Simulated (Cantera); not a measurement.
Charge: 1 mol H2O, 1.4 mol H2, at 2825 °C and 13.3 mbar.

Method: chemical equilibrium by Gibbs-energy minimisation in Cantera with the NASA 1993 tables (ideal gas, pure condensed phases). Candidate condensed phases: H2O; 9 gas species. Kinetics and transport are ignored.

Base state: H 0.665, H2 0.132, O 0.129, OH 0.0421, H2O 0.0234, O2 0.00896 (mole fractions); condensed: gas only.

Task: What changes in the equilibrium state with this change: H2 from 1.4 to 8.5 mol?

Result: 
```json
[
 {"species": "H", "before": "0.665", "after": "0.766"},
 {"species": "H2", "before": "0.132", "after": "0.175"},
 {"species": "O", "before": "0.129", "after": "0.0364"},
 {"species": "OH", "before": "0.0421", "after": "0.0137"},
 {"species": "H2O", "before": "0.0234", "after": "0.00876"},
 {"species": "O2", "before": "0.00896", "after": "0.000718"}
]
```
